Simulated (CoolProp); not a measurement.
R1234ze(E) at several states: Z from the reference equation and from simpler models built on Tc = 109.4 °C, pc = 36.35 bar, ω = 0.313; each cubic takes its own stable root.

The numbers come from the reference Helmholtz-energy equation of state, Thol 2016 in CoolProp.

```tsv
T (°C)	p (bar)	phase	reference	Redlich-Kwong	Soave-Redlich-Kwong
56.25	45.2	liquid	0.1745	___	___
69.75	10.2	gas	0.8349	0.8538	___
128.85	104	supercritical	0.4212	___	___
-36.25	0.123	gas	0.9938	0.9957	0.9950
-78.65	2.41	liquid	0.01174	___	0.01309
73.35	150	liquid	___	0.6066	0.5948
```

**Question.** Complete the blanks.

**Answer.** 
- 56.25, Redlich-Kwong: 0.2066
- 56.25, Soave-Redlich-Kwong: 0.1971
- 69.75, Soave-Redlich-Kwong: 0.8440
- 128.85, Redlich-Kwong: 0.4723
- 128.85, Soave-Redlich-Kwong: 0.4845
- -78.65, Redlich-Kwong: 0.01346
- 73.35, reference: 0.5438
